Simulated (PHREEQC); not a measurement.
0.17 g of hydrous ferric oxide (600 m²/g; 0.2 weak and 0.005 strong sites per Fe, Dzombak-Morel constants, diffuse double layer) in 1 kg of water with 0.3 mol/kgw of an inert sodium salt, at 25 °C; the pH is set by adding NaOH or the inert anion's acid. O2 is buffered at 0.21 atm. No CO2 enters from the air. Nothing may precipitate in this run.

Computed with PHREEQC (ion-association model, wateq4f.dat).

```json
[
 {"pH": "4", "surface charge σ (C/m²)": "0.349", "surface potential ψ (mV)": "123"},
 {"pH": "4.67", "surface charge σ (C/m²)": "0.303", "surface potential ψ (mV)": "116"},
 {"pH": "5.33", "surface charge σ (C/m²)": "0.231", "surface potential ψ (mV)": "102"},
 {"pH": "6", "surface charge σ (C/m²)": "0.154", "surface potential ψ (mV)": "83"},
 {"pH": "6.67", "surface charge σ (C/m²)": "0.091", "surface potential ψ (mV)": "59"},
 {"pH": "7.33", "surface charge σ (C/m²)": "0.044", "surface potential ψ (mV)": "33"},
 {"pH": "8", "surface charge σ (C/m²)": "0.006", "surface potential ψ (mV)": "5"},
 {"pH": "8.67", "surface charge σ (C/m²)": "-0.031", "surface potential ψ (mV)": "-24"},
 {"pH": "9.33", "surface charge σ (C/m²)": "-0.074", "surface potential ψ (mV)": "-51"},
 {"pH": "10", "surface charge σ (C/m²)": "-0.132", "surface potential ψ (mV)": "-75"},
 {"pH": "10.67", "surface charge σ (C/m²)": "-0.205", "surface potential ψ (mV)": "-96"},
 {"pH": "11.33", "surface charge σ (C/m²)": "-0.282", "surface potential ψ (mV)": "-112"},
 {"pH": "12", "surface charge σ (C/m²)": "-0.339", "surface potential ψ (mV)": "-120"}
]
```

Complexes and solids missing from the database can't appear.
